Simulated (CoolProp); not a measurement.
A closed Brayton cycle with carbon dioxide: compressor inlet 307.15 K and 8.4 MPa, high pressure 23.8 MPa, turbine inlet 945 K, compressor efficiency 0.85, turbine efficiency 0.85, recuperator effectiveness 0.95 (on enthalpy, no pinch check). Each further row changes one setting.

The numbers come from the reference Helmholtz-energy equation of state, Span 1996 in CoolProp.

```json
[
 {"case": "as stated", "thermal efficiency (%)": "39.6", "net work (kJ/kg)": "123", "compressor to turbine work": "0.17", "compressor exit (K)": "338.5", "turbine exit (K)": "817.0"},
 {"case": "turbine inlet 895 K", "thermal efficiency (%)": "38.2", "net work (kJ/kg)": "115", "compressor to turbine work": "…", "compressor exit (K)": "338.5", "turbine exit (K)": "…"},
 {"case": "compressor inlet 317.15 K", "thermal efficiency (%)": "…", "net work (kJ/kg)": "103", "compressor to turbine work": "…", "compressor exit (K)": "394.0", "turbine exit (K)": "817.0"},
 {"case": "high pressure 20.2 MPa", "thermal efficiency (%)": "…", "net work (kJ/kg)": "…", "compressor to turbine work": "…", "compressor exit (K)": "332.8", "turbine exit (K)": "836.5"},
 {"case": "recuperator effectiveness 0.5", "thermal efficiency (%)": "21.7", "net work (kJ/kg)": "123", "compressor to turbine work": "0.17", "compressor exit (K)": "338.5", "turbine exit (K)": "817.0"}
]
```

Question: Fill in the missing entries.

Answer: 
- turbine inlet 895 K, compressor to turbine work: 0.18
- turbine inlet 895 K, turbine exit (K): 771.3
- compressor inlet 317.15 K, thermal efficiency (%): 39.0
- compressor inlet 317.15 K, compressor to turbine work: 0.31
- high pressure 20.2 MPa, thermal efficiency (%): 37.4
- high pressure 20.2 MPa, net work (kJ/kg): 107
- high pressure 20.2 MPa, compressor to turbine work: 0.16
